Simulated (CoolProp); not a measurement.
The numbers come from the reference Helmholtz-energy equation of state, Thol 2018 in CoolProp.

Give the vapour pressure (MPa), liquid cp (kJ/(kg K)), vapour Z of saturated hydrogen chloride at 191.5 K.


```
T (K)  p (MPa)  liquid cp (kJ/(kg K))  vapour Z
-----  -------  ---------------------  --------
191.5    0.122                   1.66     0.966
```
